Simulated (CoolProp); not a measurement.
Vapour-liquid equilibrium of R152A (1) + R227EA (2) at 0.472 kPa; x and y are mole fractions of (1).

Model: multi-fluid Helmholtz-energy mixture model, Outcalt 1996 and Lemmon 2016; pair parameters Bell 2016, in CoolProp.

Give the bubble temperature and the first vapour's composition at x = 0.2, 0.425, 0.575. Is there an azeotrope?

x = 0.2: 176.2 K, y = 0.334; x = 0.425: 174.1 K, y = 0.630; x = 0.575: 173.0 K, y = 0.755. No azeotrope shows between x = 0.05 and 0.95.

Pair parameters are fitted to limited data, so mixtures are less certain than the pure fluids. The gap from Raoult's law changes sign with composition, which may be real or a fault of the pair parameters; it wasn't checked against measurements.
